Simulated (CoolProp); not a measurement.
Computed with CoolProp (reference Helmholtz-energy equation of state, Fiedler 2023).

**Question.** Give the vapour pressure (MPa), liquid density (kg/m³), vapour density (kg/m³), liquid cp (kJ/(kg K)) of saturated tetrahydrofuran at 363.6, 375.6 K.

**Answer.** 
```
T (K)  p (MPa)  liquid density (kg/m³)  vapour density (kg/m³)  liquid cp (kJ/(kg K))
-----  -------  ----------------------  ----------------------  ---------------------
363.6    0.211                     807                    5.29                   1.99
375.6    0.290                     792                    7.14                   2.04
```
